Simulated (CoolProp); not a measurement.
A simple Rankine cycle with chlorine: condensing at 329.15 K, boiler at 4.65 MPa, turbine inlet 424.1 K, turbine efficiency 0.7, pump efficiency 0.8, no recuperator. Each further row changes one setting.

The numbers come from the reference Helmholtz-energy equation of state, Thol 2021 in CoolProp.

| case | thermal efficiency (%) | net work (kJ/kg) | heat in (kJ/kg) | turbine exit temperature (K) | volume ratio over the turbine |
|---|---|---|---|---|---|
| as stated | … | 22.3 | 251 | 340.7 | 2.45 |
| condensing temperature 321.15 K | … | … | … | 328.4 | 2.86 |
| boiler pressure 3.25 MPa | 6.5 | 17.2 | 265 | … | 1.78 |
| turbine efficiency 0.6 | 7.5 | 18.7 | 251 | … | 2.51 |

Task: Fill in the missing entries.

Result: 
- as stated, thermal efficiency (%): 8.9
- condensing temperature 321.15 K, thermal efficiency (%): 10.0
- condensing temperature 321.15 K, net work (kJ/kg): 26.0
- condensing temperature 321.15 K, heat in (kJ/kg): 259
- boiler pressure 3.25 MPa, turbine exit temperature (K): 371.1
- turbine efficiency 0.6, turbine exit temperature (K): 346.1
